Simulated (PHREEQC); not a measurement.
Brine (model solution)

Dissolve 0.85 mol NaOH and 0.0023 mol Na2B4O7 per kg of water at 20 °C. Closed to the air; pH follows from the charge balance.

Model: Pitzer model, pitzer.dat, run in PHREEQC.

Precipitation was switched off in this run.

Question: Estimate the pH, osmotic coefficient.

Answer: pH 13.94; osmotic coefficient 0.937.

Complexes and solids missing from the database can't appear.
